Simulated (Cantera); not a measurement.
Adiabatic ignition

An adiabatic, constant-pressure homogeneous reactor starts with 15.2 % CO, 4.25 % H₂, 11.8 % O₂, 68.7 % N₂, at 1700 K and 101000 Pa.

Detailed kinetics in Cantera: GRI-Mech 3.0 (53 species, 325 reactions).

```json
[
 {"t (s)": "3.00e-6", "T (K)": "1700", "x CO": "0.152", "x H₂": "0.0425", "x O₂": "0.118", "x NO": "<1e-12", "x H": "2.94e-6"},
 {"t (s)": "1.05e-5", "T (K)": "1700", "x CO": "0.151", "x H₂": "0.0409", "x O₂": "0.117", "x NO": "3.07e-10", "x H": "0.000782"},
 {"t (s)": "3.67e-5", "T (K)": "1864", "x CO": "0.101", "x H₂": "0.00479", "x O₂": "0.0625", "x NO": "1.57e-5", "x H": "0.0246"},
 {"t (s)": "0.000128", "T (K)": "2173", "x CO": "0.0793", "x H₂": "0.00496", "x O₂": "0.0530", "x NO": "0.000124", "x H": "0.0158"},
 {"t (s)": "0.000448", "T (K)": "2485", "x CO": "0.0633", "x H₂": "0.00345", "x O₂": "0.0480", "x NO": "0.000704", "x H": "0.00574"},
 {"t (s)": "0.00157", "T (K)": "2660", "x CO": "0.0491", "x H₂": "0.00241", "x O₂": "0.0414", "x NO": "0.00386", "x H": "0.00258"},
 {"t (s)": "0.00548", "T (K)": "2661", "x CO": "0.0481", "x H₂": "0.00237", "x O₂": "0.0383", "x NO": "0.00994", "x H": "0.00239"},
 {"t (s)": "0.0191", "T (K)": "2658", "x CO": "0.0480", "x H₂": "0.00237", "x O₂": "0.0373", "x NO": "0.0121", "x H": "0.00236"},
 {"t (s)": "0.0669", "T (K)": "2658", "x CO": "0.0480", "x H₂": "0.00237", "x O₂": "0.0373", "x NO": "0.0122", "x H": "0.00236"},
 {"t (s)": "0.234", "T (K)": "2658", "x CO": "0.0480", "x H₂": "0.00237", "x O₂": "0.0373", "x NO": "0.0122", "x H": "0.00236"},
 {"t (s)": "0.818", "T (K)": "2658", "x CO": "0.0480", "x H₂": "0.00237", "x O₂": "0.0373", "x NO": "0.0122", "x H": "0.00236"},
 {"t (s)": "2.86", "T (K)": "2658", "x CO": "0.0480", "x H₂": "0.00237", "x O₂": "0.0373", "x NO": "0.0122", "x H": "0.00236"},
 {"t (s)": "10.0", "T (K)": "2658", "x CO": "0.0480", "x H₂": "0.00237", "x O₂": "0.0373", "x NO": "0.0122", "x H": "0.00236"}
]
```
x: mole fraction; the columns are a selection and need not sum to one.

```
Quantity                                                             Value
---------------------------------  ---------------------------------------
time of steepest temperature rise                                  18.1 µs
temperature at 10.0 s                                               2658 K
equilibrium temperature                                             2658 K
x(CO) at 10.0 s                      0.0480 (gas-phase equilibrium 0.0480)
x(H₂) at 10.0 s                    0.00237 (gas-phase equilibrium 0.00237)
x(O₂) at 10.0 s                      0.0373 (gas-phase equilibrium 0.0373)
```
